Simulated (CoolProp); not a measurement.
A Linde-Hampson liquefier for normal hydrogen: isothermal reversible compression at 290 K from 1 atm to 15 MPa, throttling to 1 atm, return gas leaving the recuperator 2 K below the feed. Each further row changes one setting.

Computed with CoolProp (reference Helmholtz-energy equation of state, Leachman 2009).

```json
[
 {"case": "as stated", "compression work (kJ/kg of gas)": "6090"},
 {"case": "high pressure 30 MPa", "compression work (kJ/kg of gas)": "7030"},
 {"case": "warm-end temperature 320 K", "compression work (kJ/kg of gas)": "6710"},
 {"case": "warm-end gap 7 K", "compression work (kJ/kg of gas)": "6090"}
]
```
